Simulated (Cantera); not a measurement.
An adiabatic, constant-pressure homogeneous reactor starts with CH4 : H2 : O2 : N2 : H2O = 1 : 0.038 : 1.35 : 5.06 : 0.34 (molar parts), equivalence ratio 1.5, at 1075 K and 3750 Torr. Integrator tolerance rtol = 1e-08.

Model: GRI-Mech 3.0 (53 species, 325 reactions), integrated in Cantera.

Question: What does this change do: initial temperature 1075 to 1723 K?

Answer: 
```tsv
quantity	before	after
time of steepest temperature rise	26.1 ms	53.7 µs
temperature at 3.00 s	2437 K	2873 K
equilibrium temperature	2437 K	2873 K
x(CH4) at 3.00 s	1.83e-11 (gas-phase equilibrium 2.08e-11)	3.89e-12 (gas-phase equilibrium 4.53e-12)
x(H2) at 3.00 s	0.0761 (gas-phase equilibrium 0.0761)	0.0747 (gas-phase equilibrium 0.0747)
x(O2) at 3.00 s	2.74e-5 (gas-phase equilibrium 2.74e-5)	0.00109 (gas-phase equilibrium 0.00109)
x(NO) at 3.00 s	0.000205 (gas-phase equilibrium 0.000205)	0.00254 (gas-phase equilibrium 0.00254)
x(NO2) at 3.00 s	4.97e-9 (gas-phase equilibrium 4.97e-9)	2.61e-7 (gas-phase equilibrium 2.61e-7)
x(C2H4) at 3.00 s	<1e-12 (gas-phase equilibrium <1e-12)	<1e-12 (gas-phase equilibrium <1e-12)
x(CH2) at 3.00 s	<1e-12 (gas-phase equilibrium <1e-12)	3.70e-12 (gas-phase equilibrium 3.94e-12)
```

Question: What does this change do: pressure from 3750 Torr to 7500 Torr?

Answer: 
```csv
quantity,before,after
time of steepest temperature rise,26.1 ms,10.8 ms
temperature at 3.00 s,2437 K,2443 K
equilibrium temperature,2437 K,2443 K
x(CH4) at 3.00 s,1.83e-11 (gas-phase equilibrium 2.08e-11),7.18e-11 (gas-phase equilibrium 8.09e-11)
x(H2) at 3.00 s,0.0761 (gas-phase equilibrium 0.0761),0.0762 (gas-phase equilibrium 0.0762)
x(O2) at 3.00 s,2.74e-5 (gas-phase equilibrium 2.74e-5),1.47e-5 (gas-phase equilibrium 1.47e-5)
x(NO) at 3.00 s,0.000205 (gas-phase equilibrium 0.000205),0.000152 (gas-phase equilibrium 0.000152)
x(NO2) at 3.00 s,4.97e-9 (gas-phase equilibrium 4.97e-9),3.78e-9 (gas-phase equilibrium 3.78e-9)
x(C2H4) at 3.00 s,<1e-12 (gas-phase equilibrium <1e-12),<1e-12 (gas-phase equilibrium <1e-12)
x(CH2) at 3.00 s,<1e-12 (gas-phase equilibrium <1e-12),1.07e-12 (gas-phase equilibrium 1.18e-12)
```
